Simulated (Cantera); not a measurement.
An isothermal, constant-pressure homogeneous reactor starts with CH4 : N2 = 1 : 10 (molar parts), at 1698 K and 1.00 bar. Integrator tolerance rtol = 1e-08.

Model: GRI-Mech 3.0 (53 species, 325 reactions), integrated in Cantera. GRI-Mech 3.0 stops at C3 and has no aromatics, soot or wall deposition, so with more carbon than oxygen in the feed, carbon stays in small species such as C2H2 where larger ones or solid carbon would form.

What does this change do: pressure from 1.00 bar to 1.80 Torr?


```csv
quantity,before,after
x(CH4) at 200 s,0.00113 (gas-phase equilibrium 0.000629),4.80e-6 (gas-phase equilibrium 1.53e-6)
x(C2H) at 200 s,9.37e-8 (gas-phase equilibrium 2.84e-8),1.94e-6 (gas-phase equilibrium 5.88e-7)
x(HCN) at 200 s,7.81e-5 (gas-phase equilibrium 0.0577),5.23e-5 (gas-phase equilibrium 0.0581)
x(C2H6) at 200 s,6.95e-8 (gas-phase equilibrium 2.15e-8),<1e-12 (gas-phase equilibrium <1e-12)
x(C2H2) at 200 s,0.0409 (gas-phase equilibrium 0.0124),0.0416 (gas-phase equilibrium 0.0126)
x(CH2) at 200 s,4.05e-9 (gas-phase equilibrium 2.24e-9),7.09e-9 (gas-phase equilibrium 2.26e-9)
x(H) at 200 s,5.11e-5 (gas-phase equilibrium 5.13e-5),0.00105 (gas-phase equilibrium 0.00105)
```
Radical loss at walls, strong at low pressure, is not modelled.
